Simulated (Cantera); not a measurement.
A freely propagating, adiabatic, planar premixed flame of H2 : O2 : N2 : H2O = 1 : 0.847 : 3.19 : 0.53 (molar parts), equivalence ratio 0.59, unburnt at 575 K and 9.47 atm; mixture-averaged transport, grid criteria slope 0.08 and curve 0.16, no radiation.

Model: the H2/O2 subset of GRI-Mech 3.0, which has no nitrogen chemistry, integrated in Cantera. The hydrogen kinetics of GRI-Mech 3.0 are dated; newer H2 mechanisms differ, most at raised pressure. Burning velocities carry a grid error of a few per cent, more on coarse grids. Lean hydrogen flames are cellular in practice and burn faster than this planar one.

Task: What does this change do: H2 1 to 0.78 parts?

Result: 
```tsv
quantity	before	after
laminar burning velocity	42.5 cm/s	10.2 cm/s
thermal thickness	0.0775 mm	0.253 mm
peak x(O)	0.000453	5.23e-5
peak x(HO2)	0.000568	0.000257
peak x(OH)	0.00243	0.000427
```

Task: What does this change do: inlet temperature 575 to 423 K?

Result: 
| quantity | before | after |
|---|---|---|
| laminar burning velocity | 42.5 cm/s | 12.8 cm/s |
| thermal thickness | 0.0775 mm | 0.154 mm |
| peak x(O) | 0.000453 | 0.000145 |
| peak x(HO2) | 0.000568 | 0.000367 |
| peak x(OH) | 0.00243 | 0.00109 |

Task: What does this change do: H2O 0.53 to 0.4 parts?

Result: 
```
quantity                     before      after
------------------------  ---------  ---------
laminar burning velocity  42.5 cm/s  55.1 cm/s
thermal thickness         0.0775 mm  0.0638 mm
peak x(O)                  0.000453   0.000679
peak x(HO2)                0.000568   0.000645
peak x(OH)                  0.00243    0.00306
```
